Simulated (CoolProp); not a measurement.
Vapour-liquid equilibrium of carbon dioxide (1) + C2F6 (R116) (2) at -36.35 °C; x and y are mole fractions of (1).

Computed with CoolProp (multi-fluid Helmholtz-energy mixture model, Span 1996 and Lemmon 2006; pair parameters Bell 2016).

```tsv
x	bubble pressure (bar)	y at the bubble point	dew pressure at overall composition x (bar)	liquid density (mol/L)
0.05	6.969	0.141	6.419	10.42
0.2	9.345	0.423	7.373	11.42
0.35	11.15	0.572	8.613	12.64
0.5	12.22	0.659	10.23	14.20
0.65	12.73	0.719	12.12	16.31
0.8	12.84	0.781	12.79	19.23
0.95	12.16	0.909	11.85	23.33
```

y crosses x between x = 0.65 and 0.8: the model has an azeotrope there.

The pair parameters rest on a limited set of measurements; away from them the model extrapolates.
